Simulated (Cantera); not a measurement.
# Aluminium nitride and oxide growth: Al(CH₃)₃ + NH₃ + N₂

Input: 1 mol Al(CH₃)₃, 1.7 mol NH₃, 310 mol N₂, equilibrated at 677 °C and 0.100 bar.

These are equilibrium values from Cantera (NASA tables, ideal gas, pure condensed phases), not measurements of a reactor. Candidate condensed phases: Al, AlN, C, C₆H₆, C₇H₈, C₈H₁₈; 97 gas species. The feed counts by its element totals alone. Rates play no part.

The x(N₂) is 0.978 and the x(H₂) is 0.0222. The x(CH₄) comes out as 8.26e-6. The n(AlN(s)) is 1.00 mol and the n(C(graphite)) is 3.00 mol. The gas amount is 317.4 mol and the log10 activity of Al(l) (absent) is -11.46.
